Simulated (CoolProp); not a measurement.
Vapour pressure (kPa) of propyne: the reference equation beside estimates from Tc = 402.7 K, pc = 5658 kPa, ω = 0.204. Clausius-Clapeyron is anchored at 306.2 K with a constant enthalpy of vaporisation of 18.20 kJ/mol.

Model: reference Helmholtz-energy equation of state, Polt 1992, in CoolProp. This equation is an older, rougher fit; its heat capacities, sound speeds and derivatives of the liquid may be far off and weren't checked against measurements.

```
T (K)  reference  Clausius-Clapeyron  van der Waals  Soave-Redlich-Kwong
-----  ---------  ------------------  -------------  -------------------
293.7      511.3               538.8           1394                515.6
297.8      576.6               597.0           1492                583.3
302        650.0               661.3           1597                659.4
306.2      730.4               730.4           1707                742.7
310.3      816.1               802.8           1819                831.4
314.5      911.6               882.1           1939                930.1
318.7       1015               966.9           2063                 1037
322.9       1128                1057           2192                 1154
327         1247                1151           2323                 1276
331.2       1379                1253           2462                 1411
335.4       1520                1361           2606                 1556
339.5       1669                1473           2752                 1708
```

Absolute difference from the reference over all 12 rows, mean and median: Clausius-Clapeyron 5.5 and 5.1 %, van der Waals 112.1 and 108.0 %, Soave-Redlich-Kwong 1.9 and 2.1 %.
